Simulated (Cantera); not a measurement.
Input: 1 mol Al, 0.32 mol Cl₂, 2 mol N₂, equilibrated at 650 °C and 4.28 Torr.

Method: chemical equilibrium by Gibbs-energy minimisation in Cantera with the NASA 1993 tables (ideal gas, pure condensed phases). Candidate condensed phases: Al, AlCl₃, AlN; 11 gas species. Rates play no part.

Base state: N₂ 0.883, AlCl₃ 0.117, Al₂Cl₆ 2.49e-5 (mole fractions); condensed: AlN(s).

**Question.** What changes in the equilibrium state with this change: temperature from 650 °C to 377 °C?

**Answer.** 
```tsv
species	before	after
N₂	0.883	0.893
AlCl₃	0.117	0.0961
Al₂Cl₆	2.49e-5	0.0112
AlN(s), mol	0.787	0.787
```
